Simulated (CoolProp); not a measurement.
The fluid at 314.85 K and 0.135 MPa flows at 0.1 m/s in a round tube of 2 mm bore and 1.5 µm roughness, fully developed (64/Re and Nu = 3.66 if laminar; Colebrook and Gnielinski if turbulent). The same conditions are run with several fluids, on thermodynamics alone (safety and materials aside).

Values from CoolProp's reference Helmholtz-energy equation of state of each fluid (C3F8 (R218): Lemmon 2006; R407C: Lemmon 2003; C2F6 (R116): Lemmon 2006; R13: Platzer 1990; R410A: Lemmon 2003). The equations of Platzer and Polt are older, rougher fits. Blends and air are pseudo-pure fits.

**Question.** Rank C3F8 (R218), R407C, C2F6 (R116), R13, R410A by Reynolds number, highest first.

**Answer.** C3F8 (R218) (152), C2F6 (R116) (96.7), R13 (72.1), R407C (69.8), R410A (55.6)

| fluid | Darcy friction factor | pressure drop (Pa/m) | heat-transfer coefficient (W/(m² K)) | mass flow (kg/h) |
|---|---|---|---|---|
| C3F8 (R218) | 0.422 | 10.5 | 25.2 | 0.0112 |
| R407C | 0.917 | 10.4 | 26.6 | 0.00512 |
| C2F6 (R116) | 0.662 | 11.9 | 29.4 | 0.00814 |
| R13 | 0.888 | 12.1 | 24.6 | 0.00616 |
| R410A | 1.15 | 10.9 | 26.7 | 0.00430 |

Transport values come from each fluid's own correlations; those of C3F8 (R218), C2F6 (R116), R13 are estimates that may be off by 10 % or more.
